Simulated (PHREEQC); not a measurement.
Model water analysis in mg/kgw, 20 °C, pH 2.34, pe 8.1:

```json
[
 {"constituent": "Na", "mg/kgw": "274"},
 {"constituent": "K", "mg/kgw": "160"},
 {"constituent": "Ca", "mg/kgw": "29.7"},
 {"constituent": "Mg", "mg/kgw": "107"},
 {"constituent": "Cl", "mg/kgw": "309"},
 {"constituent": "S(6) as SO4", "mg/kgw": "1300"},
 {"constituent": "Cu(2)", "mg/kgw": "21.7"},
 {"constituent": "B", "mg/kgw": "0.491"},
 {"constituent": "Sr", "mg/kgw": "5.88"}
]
```

Cl is adjusted to close the charge balance.
Valence states are taken as typed.

All values are PHREEQC results (ion-association model, phreeqc.dat), not measurements.

Precipitation was switched off in this run.

**Question.** Order these Cu species by the share of Cu that they hold, largest first: CuSO4, CuCl+, Cu+2.

**Answer.** Cu+2 (69 %), CuSO4 (31 %), CuCl+ (0.55 %)

The pH is 2.34 and the ionic strength 0.0416 mol/kgw.
